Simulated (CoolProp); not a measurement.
Vapour-liquid equilibrium of carbon dioxide (1) + R227EA (2) at 0.585 MPa; x and y are mole fractions of (1).

Values from CoolProp's multi-fluid Helmholtz-energy mixture model, Span 1996 and Lemmon 2016; pair parameters Bell 2016.

```json
[
 {"x": "0.05", "bubble temperature (°C)": "21.0", "y at the bubble point": "0.311", "dew temperature at overall composition x (°C)": "31.6", "liquid density (mol/L)": "8.530"},
 {"x": "0.15", "bubble temperature (°C)": "0.1", "y at the bubble point": "0.681", "dew temperature at overall composition x (°C)": "27.8", "liquid density (mol/L)": "9.691"},
 {"x": "0.25", "bubble temperature (°C)": "-14.6", "y at the bubble point": "0.836", "dew temperature at overall composition x (°C)": "23.7", "liquid density (mol/L)": "10.84"},
 {"x": "0.35", "bubble temperature (°C)": "-24.8", "y at the bubble point": "0.907", "dew temperature at overall composition x (°C)": "19.2", "liquid density (mol/L)": "12.04"},
 {"x": "0.45", "bubble temperature (°C)": "-32.2", "y at the bubble point": "0.943", "dew temperature at overall composition x (°C)": "14.3", "liquid density (mol/L)": "13.37"},
 {"x": "0.55", "bubble temperature (°C)": "-37.8", "y at the bubble point": "0.964", "dew temperature at overall composition x (°C)": "8.8", "liquid density (mol/L)": "14.87"},
 {"x": "0.65", "bubble temperature (°C)": "-42.4", "y at the bubble point": "0.977", "dew temperature at overall composition x (°C)": "2.3", "liquid density (mol/L)": "16.62"},
 {"x": "0.75", "bubble temperature (°C)": "-46.2", "y at the bubble point": "0.986", "dew temperature at overall composition x (°C)": "-5.7", "liquid density (mol/L)": "18.72"},
 {"x": "0.85", "bubble temperature (°C)": "-49.5", "y at the bubble point": "0.993", "dew temperature at overall composition x (°C)": "-16.3", "liquid density (mol/L)": "21.31"},
 {"x": "0.95", "bubble temperature (°C)": "-52.4", "y at the bubble point": "0.998", "dew temperature at overall composition x (°C)": "-33.9", "liquid density (mol/L)": "24.57"}
]
```

No azeotrope shows between x = 0.05 and 0.95.

Pair parameters are fitted to limited data, so mixtures are less certain than the pure fluids.
